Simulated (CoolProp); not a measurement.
The numbers come from the reference Helmholtz-energy equation of state, de Reuck 1993 in CoolProp.

**Question.** Give the vapour pressure (bar), liquid density (kg/m³), vapour Z, vapour viscosity (µPa s) of saturated methanol at 416.4, 419.7, 423 K.

**Answer.** 
```tsv
T (K)	p (bar)	liquid density (kg/m³)	vapour Z	vapour viscosity (µPa s)
416.4	11.8	656	0.813	12.9
419.7	12.8	651	0.804	13.0
423	13.9	646	0.794	13.1
```

Viscosity comes from a separate model (Xiang 2006).
